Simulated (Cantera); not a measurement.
# Thermodynamics of tantalum, niobium, vanadium and zirconium in process gases, feed V + O2 + N2

A closed system holds: 1 mol V, 5.2 mol O2, 9.8 mol N2, held at 0.170 Pa.

These are equilibrium values from Cantera (NASA tables, ideal gas, pure condensed phases), not measurements of a reactor. Candidate condensed phases: V, VN, VO, V2O3, V2O4, V2O5; 13 gas species. Kinetics and transport are ignored.

```
T (°C)   x N2      x O    x O2   x VO2     x NO      x VO
------  -----  -------  ------  ------  -------  --------
1327    0.650  0.00584   0.275  0.0665  0.00201   5.56e-7
1427    0.646   0.0177   0.267  0.0661  0.00296   2.73e-6
1527    0.636   0.0465   0.248  0.0651  0.00406   1.14e-5
1627    0.617    0.105   0.210  0.0631  0.00508   4.23e-5
1727    0.586    0.199   0.150  0.0599  0.00558  0.000148
1827    0.551    0.305  0.0821  0.0559  0.00520  0.000519
1927    0.526    0.382  0.0340  0.0520  0.00415   0.00190
```
x: gas mole fraction; nothing condenses.

From 1327 °C to 1927 °C nothing is condensed. The main V-bearing gas is VO2 throughout.
